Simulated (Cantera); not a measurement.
Charge: 1 mol N2O, 2.6 mol O2, 14 mol H2, equilibrated at 100000 Pa.

These are equilibrium values from Cantera (NASA tables, ideal gas, pure condensed phases), not measurements of a reactor. Candidate condensed phases: H2O; 24 gas species. Kinetics and transport are ignored. All values below are at 3123 K.

Base state: H2 0.426, H2O 0.315, H 0.148, N2 0.0588, OH 0.0399, O 0.00838, O2 0.00243, NO 0.00162 (mole fractions); condensed: gas only.

Q: What changes in the equilibrium state with this change: H2 from 14 to 0.11 mol?

A: 
```json
[
 {"species": "O2", "before": "0.00243", "after": "0.585"},
 {"species": "N2", "before": "0.0588", "after": "0.199"},
 {"species": "O", "before": "0.00838", "after": "0.130"},
 {"species": "H2", "before": "0.426", "after": "0.000708"},
 {"species": "H2O", "before": "0.315", "after": "0.00812"},
 {"species": "NO", "before": "0.00162", "after": "0.0462"},
 {"species": "H", "before": "0.148", "after": "0.00604"},
 {"species": "OH", "before": "0.0399", "after": "0.0252"},
 {"species": "NO2", "before": "9.34e-8", "after": "4.13e-5"},
 {"species": "HO2", "before": "3.30e-6", "after": "3.23e-5"}
]
```
